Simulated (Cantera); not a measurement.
Feed: 1 mol NaCl, 0.9 mol H2O, 1.1 mol N2, at 0.100 bar.

Cantera equilibrium calculation (NASA polynomials, part measured and part estimated; ideal gas, pure solids and liquids). Candidate condensed phases: H2O, NH4Cl, Na, NaCl, NaOH, NaO2, Na2O, Na2O2; 38 gas species. Equilibrium is a limit: real reactors are often held back by kinetics, nucleation or transport.

x: gas mole fraction; n: condensed amount in mol.

| T (K) | x N2 | x H2O | x NaCl | x Na2Cl2 | x HCl | x NaOH | n NaCl(l) |
|---|---|---|---|---|---|---|---|
| 1075 | 0.547 | 0.448 | 0.00371 | 0.00167 | 2.60e-5 | 2.59e-5 | 0.986 |
| 1125 | 0.543 | 0.444 | 0.00931 | 0.00394 | 5.81e-5 | 5.79e-5 | 0.965 |
| 1175 | 0.533 | 0.436 | [?] | [?] | [?] | [?] | 0.920 |
| 1225 | 0.515 | 0.421 | 0.0458 | 0.0171 | 0.000232 | 0.000230 | 0.829 |
| 1275 | 0.482 | 0.394 | 0.0917 | 0.0321 | 0.000417 | 0.000411 | 0.643 |
| 1325 | [?] | [?] | [?] | 0.0570 | [?] | [?] | [?] |
| 1375 | 0.387 | 0.316 | 0.238 | 0.0565 | 0.000989 | 0.000949 | 0 |
| 1425 | 0.381 | 0.310 | 0.267 | 0.0390 | 0.00130 | 0.00122 | 0 |

Task: Complete the blanks.

Result: 
- 1325, x N2: 0.423
- 1325, x H2O: 0.345
- 1325, x NaCl: 0.173
- 1325, x HCl: 0.000693
- 1325, x NaOH: 0.000676
- 1325, n NaCl(l): 0.251
- 1175, x NaCl: 0.0214
- 1175, x Na2Cl2: 0.00852
- 1175, x HCl: 0.000120
- 1175, x NaOH: 0.000120
